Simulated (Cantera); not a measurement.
Mixture: H₂ : O₂ : N₂ = 1 : 0.312 : 2.06 (molar parts), equivalence ratio 1.6, at 101000 Pa, adiabatic and at constant pressure. Ignition delay is the time to a rise of 400 K.

Model: the H2/O2 subset of GRI-Mech 3.0, which has no nitrogen chemistry, integrated in Cantera. Where the delays flatten at high temperature, the 400 K rule measures the pace of heat release, not the induction time.

Question: What does this change do: constant volume in place of constant pressure?

Answer: 
| quantity | before | after |
|---|---|---|
| delay at 1175 K | 80.6 µs | 75.7 µs |
| delay at 1325 K | 43.0 µs | 37.8 µs |
| delay at 1475 K | 31.6 µs | 25.1 µs |
| delay at 1625 K | 29.1 µs | 20.9 µs |
| delay at 1775 K | 30.9 µs | 20.7 µs |

Question: What does this change do: pressure from 101000 Pa to 1200000 Pa?

Answer: 
```json
[
 {"quantity": "delay at 1175 K", "before": "80.6 µs", "after": "0.172 ms"},
 {"quantity": "delay at 1325 K", "before": "43.0 µs", "after": "5.53 µs"},
 {"quantity": "delay at 1475 K", "before": "31.6 µs", "after": "2.04 µs"},
 {"quantity": "delay at 1625 K", "before": "29.1 µs", "after": "1.21 µs"},
 {"quantity": "delay at 1775 K", "before": "30.9 µs", "after": "0.869 µs"}
]
```
The hydrogen kinetics of GRI-Mech 3.0 are dated; newer H2 mechanisms differ, most at raised pressure. The pressure lies above the range GRI-Mech 3.0 was tuned for (to about 10 atm).
